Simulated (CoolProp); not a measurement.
A Linde-Hampson liquefier for carbon monoxide: isothermal reversible compression at 200 K from 1 atm to 25 MPa, throttling to 1 atm, return gas leaving the recuperator 2 K below the feed. Each further row changes one setting.

Values from CoolProp's reference Helmholtz-energy equation of state, Lemmon 2006. It is a short technical equation, of lower accuracy than the large ones.

```tsv
case	liquid yield per pass	compression work (kJ/kg of gas)
as stated	___	305
high pressure 50 MPa	0.264	353
warm-end temperature 230 K	___	___
warm-end gap 7 K	0.258	305
```

Task: Complete the blanks.

Result: 
- as stated, liquid yield per pass: 0.269
- warm-end temperature 230 K, liquid yield per pass: 0.192
- warm-end temperature 230 K, compression work (kJ/kg of gas): 363
